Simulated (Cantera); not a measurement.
Charge: 1 mol Si₂Cl₆, 0.37 mol NH₃, 4 mol N₂, equilibrated at 575 °C and 8.70 Pa.

These are equilibrium values from Cantera (NASA tables, ideal gas, pure condensed phases), not measurements of a reactor. Candidate condensed phases: NH₄Cl, Si, Si₃N₄; 28 gas species. The feed counts by its element totals alone. The tables' values for SiCl₃ are old estimates; treat these amounts as uncertain. Rates play no part.

Base state: N₂ 0.616, SiCl₄ 0.210, HCl 0.163, H₂ 0.0113, SiCl₃ 4.14e-5, SiHCl₃ 2.37e-5 (mole fractions); condensed: Si₃N₄(s).

Question: What changes in the equilibrium state with this change: 0.42 mol HF added?

Answer: 
```json
[
 {"species": "N₂", "before": "0.616", "after": "0.579"},
 {"species": "HCl", "before": "0.163", "after": "0.201"},
 {"species": "SiCl₄", "before": "0.210", "after": "0.184"},
 {"species": "SiF₄", "before": "0", "after": "0.0164"},
 {"species": "H₂", "before": "0.0113", "after": "0.0189"},
 {"species": "HF", "before": "0", "after": "3.07e-5"},
 {"species": "SiHCl₃", "before": "2.37e-5", "after": "2.80e-5"},
 {"species": "SiCl₃", "before": "4.14e-5", "after": "3.79e-5"},
 {"species": "Si₃N₄(s), mol", "before": "0.248", "after": "0.239"}
]
```

Question: What changes in the equilibrium state with this change: N₂ from 4 to 12 mol?

Answer: 
| species | before | after |
|---|---|---|
| N₂ | 0.616 | 0.835 |
| SiCl₄ | 0.210 | 0.0889 |
| HCl | 0.163 | 0.0730 |
| H₂ | 0.0113 | 0.00316 |
| SiHCl₃ | 2.37e-5 | 6.26e-6 |
| SiCl₃ | 4.14e-5 | 2.07e-5 |
| Si₃N₄(s), mol | 0.248 | 0.252 |

Question: What changes in the equilibrium state with this change: temperature from 575 °C to 1652 °C?

Answer: 
```json
[
 {"species": "N₂", "before": "0.616", "after": "0.498"},
 {"species": "SiCl₂", "before": "5.88e-7", "after": "0.227"},
 {"species": "Cl", "before": "3.15e-9", "after": "0.136"},
 {"species": "SiCl₄", "before": "0.210", "after": "7.26e-6"},
 {"species": "H₂", "before": "0.0113", "after": "0.00439"},
 {"species": "HCl", "before": "0.163", "after": "0.117"},
 {"species": "H", "before": "<1e-9", "after": "0.00679"},
 {"species": "Si", "before": "<1e-9", "after": "0.00560"},
 {"species": "SiCl", "before": "<1e-9", "after": "0.00398"},
 {"species": "Si₃N₄(s), mol", "before": "0.248", "after": "0"}
]
```
The tables' values for SiCl, SiCl₃, SiN are old estimates; treat these amounts as uncertain.
